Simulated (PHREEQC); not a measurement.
NaOH is added in steps, without added water, to 1 kg of water holding 0.039 mol/kgw HF, 0.00013 mol/kgw CuSO4 and 0.13 mol/kgw KCl, at 20 °C. Oxygen is held at 0.21 atm. CO2 from the air is kept out. The run lets Cu(OH)2, Brochantite, Antlerite, Atacamite, Halite, Mirabilite, Chalcanthite, CuF2:2H2O precipitate or redissolve, and no other solid.

Base run: PHREEQC, ion-association model, wateq4f.dat. Each further column changes one thing. The table gives pH.

```json
[
 {"NaOH added (mol)": "0", "base": "2.30", "all activity coefficients set to 1": "2.32", "Davies equation for every ion": "2.32", "Debye-Hückel limiting law": "2.33"},
 {"NaOH added (mol)": "0.003938", "base": "2.46", "all activity coefficients set to 1": "2.51", "Davies equation for every ion": "2.48", "Debye-Hückel limiting law": "2.47"},
 {"NaOH added (mol)": "0.007875", "base": "2.61", "all activity coefficients set to 1": "2.70", "Davies equation for every ion": "2.63", "Debye-Hückel limiting law": "2.61"},
 {"NaOH added (mol)": "0.01312", "base": "2.82", "all activity coefficients set to 1": "2.94", "Davies equation for every ion": "2.84", "Debye-Hückel limiting law": "2.81"},
 {"NaOH added (mol)": "0.01706", "base": "2.98", "all activity coefficients set to 1": "3.10", "Davies equation for every ion": "3.00", "Debye-Hückel limiting law": "2.95"},
 {"NaOH added (mol)": "0.021", "base": "3.14", "all activity coefficients set to 1": "3.27", "Davies equation for every ion": "3.15", "Debye-Hückel limiting law": "3.11"},
 {"NaOH added (mol)": "0.02494", "base": "3.31", "all activity coefficients set to 1": "3.44", "Davies equation for every ion": "3.33", "Debye-Hückel limiting law": "3.27"},
 {"NaOH added (mol)": "0.02888", "base": "3.51", "all activity coefficients set to 1": "3.65", "Davies equation for every ion": "3.53", "Debye-Hückel limiting law": "3.47"},
 {"NaOH added (mol)": "0.03413", "base": "3.89", "all activity coefficients set to 1": "4.04", "Davies equation for every ion": "3.91", "Debye-Hückel limiting law": "3.85"},
 {"NaOH added (mol)": "0.03806", "base": "4.66", "all activity coefficients set to 1": "4.80", "Davies equation for every ion": "4.67", "Debye-Hückel limiting law": "4.61"},
 {"NaOH added (mol)": "0.042", "base": "11.47", "all activity coefficients set to 1": "11.61", "Davies equation for every ion": "11.49", "Debye-Hückel limiting law": "11.40"}
]
```

wateq4f.dat counts part of the HF as a dimer, H2F2, which phreeqc.dat doesn't know; its constant is uncertain. The database's constant for dissolved Cu(OH)2 is higher than later reviews accept.
